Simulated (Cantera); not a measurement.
A closed system holds: 1 mol Si3N4, 0.015 mol H2O, 850 mol H2, equilibrated at 1452 °C and 750 Torr.

These are equilibrium values from Cantera (NASA tables, ideal gas, pure condensed phases), not measurements of a reactor. Candidate condensed phases: H2O, Si, SiO2, Si2N2O, Si3N4; 35 gas species. Gases not in the tables: Si2H6 and higher silanes. The numbers say what is thermodynamically allowed, not how fast it happens.

Base state: H2 0.997, N2 0.00235, H 0.000185, SiO 1.76e-5, SiH2 1.72e-5 (mole fractions); condensed: Si(l).

Question: What changes in the equilibrium state with this change: pressure from 750 Torr to 12.0 Torr?

Answer: 
| species | before | after |
|---|---|---|
| H2 | 0.997 | 0.996 |
| N2 | 0.00235 | 0.00235 |
| H | 0.000185 | 0.00147 |
| Si | 1.02e-6 | 6.34e-5 |
| SiH | 1.45e-6 | 1.14e-5 |
| SiH2 | 1.72e-5 | 1.72e-5 |
| Si(l), mol | 2.97 | 2.90 |

Question: What changes in the equilibrium state with this change: temperature from 1452 °C to 825 °C?

Answer: 
| species | before | after |
|---|---|---|
| H2 | 0.997 | 1.000 |
| N2 | 0.00235 | 5.51e-6 |
| H | 0.000185 | 2.47e-8 |
| SiO | 1.76e-5 | <1e-9 |
| SiH2 | 1.72e-5 | <1e-9 |
| Si(l), mol | 2.97 | 0 |
| Si2N2O(s), mol | 0 | 0.0150 |
| Si3N4(s), mol | 0 | 0.990 |
Mutual solubility and eutectic melting of coexisting phases are not modelled.
